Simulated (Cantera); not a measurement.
A closed system holds: 1 mol CaCO3, 0.094 mol CO2, 0.038 mol O2, held at 75.0 Torr.

Equilibrium computed with Cantera from the NASA thermochemical tables; the gas is ideal and each condensed phase is pure. Candidate condensed phases: C, Ca, CaCO3, CaO; 15 gas species. Rates play no part. All values below are at 1748 K.

Base state: CO2 0.964, O2 0.0345, CO 0.00194, O 4.31e-5 (mole fractions); condensed: CaO(s).

What changes in the equilibrium state with this change: 0.37 mol CH4 added?


```csv
species,before,after
CO,0.00194,0.490
H2O,0,0.189
CO2,0.964,0.174
H2,0,0.147
O2,0.0345,1.77e-8
H,0,0.000277
OH,0,2.08e-5
"CaO(s), mol",1.00,1.000
```
Further candidate phases: C6H6, C7H8, C8H18, Ca(OH)2, H2O.
